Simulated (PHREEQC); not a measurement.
Synthetic water in mmol/kgw, 20 °C, pH 3.63, pe 8.6:

| constituent | mmol/kgw |
|---|---|
| Na | 22.1 |
| K | 0.141 |
| Ca | 1.42 |
| Mg | 0.0993 |
| Cl | 6.52 |
| S(6) | 9.73 |
| O(0) (counted as O atoms) | 0.315 |
| B | 0.004 |
| Pb | 0.00386 |
| Fe(3) | 0.00805 |

Na is adjusted to close the charge balance.
Valence states are taken as typed.

Equilibrium calculation in PHREEQC: ion-association model, phreeqc.dat.

Each row changes one thing in this solution. No solid was allowed to form.

```json
[
 {"case": "as made", "ionic strength (mol/kgw)": "0.0343", "SO4-2 (mol/kgw)": "0.00870", "Ca+2 (mol/kgw)": "0.00102", "HSO4- (mol/kgw)": "0.000109", "Mg+2 (mol/kgw)": "6.68e-5", "FeOH+2 (mol/kgw)": "2.49e-6", "SI of Jarosite-K (KFe3(SO4)2(OH)6)": "+0.35", "SI of Anglesite (PbSO4)": "-0.63"},
 {"case": "Pb from 0.00386 to 0.00772 mmol/kgw", "ionic strength (mol/kgw)": "0.0343", "SO4-2 (mol/kgw)": "0.00870", "Ca+2 (mol/kgw)": "0.00102", "HSO4- (mol/kgw)": "0.000109", "Mg+2 (mol/kgw)": "6.68e-5", "FeOH+2 (mol/kgw)": "2.49e-6", "SI of Jarosite-K (KFe3(SO4)2(OH)6)": "+0.35", "SI of Anglesite (PbSO4)": "-0.33"},
 {"case": "all concentrations times 2 at the same typed pH", "ionic strength (mol/kgw)": "0.0669", "SO4-2 (mol/kgw)": "0.0167", "Ca+2 (mol/kgw)": "0.00186", "HSO4- (mol/kgw)": "0.000181", "Mg+2 (mol/kgw)": "0.000120", "FeOH+2 (mol/kgw)": "4.21e-6", "SI of Jarosite-K (KFe3(SO4)2(OH)6)": "+1.48", "SI of Anglesite (PbSO4)": "-0.30"}
]
```

Some of these states are supersaturated (in Jarosite-K, Hematite (slow to form), for instance).
